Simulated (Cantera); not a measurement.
A freely propagating, adiabatic, planar premixed flame of CH₄ : C₂H₆ : O₂ : N₂ = 1 : 0.031 : 1.92 : 7.21 (molar parts), unburnt at 575 K and 0.910 bar; mixture-averaged transport, grid criteria slope 0.08 and curve 0.16, no radiation.

Detailed kinetics in Cantera: GRI-Mech 3.0 (53 species, 325 reactions). Burning velocities carry a grid error of a few per cent, more on coarse grids.

### Question
What does this change do: 0.33 parts H2 added?

### Answer
```json
[
 {"quantity": "laminar burning velocity", "before": "124 cm/s", "after": "141 cm/s"},
 {"quantity": "thermal thickness", "before": "0.359 mm", "after": "0.333 mm"},
 {"quantity": "peak x(C₂H)", "before": "9.29e-7", "after": "1.19e-6"}
]
```

### Question
What does this change do: inlet temperature 575 to 700 K?

### Answer
```
quantity                    before     after
------------------------  --------  --------
laminar burning velocity  124 cm/s  183 cm/s
thermal thickness         0.359 mm  0.326 mm
peak x(C₂H)                9.29e-7   1.37e-6
peak x(H₂)                  0.0305    0.0325
```
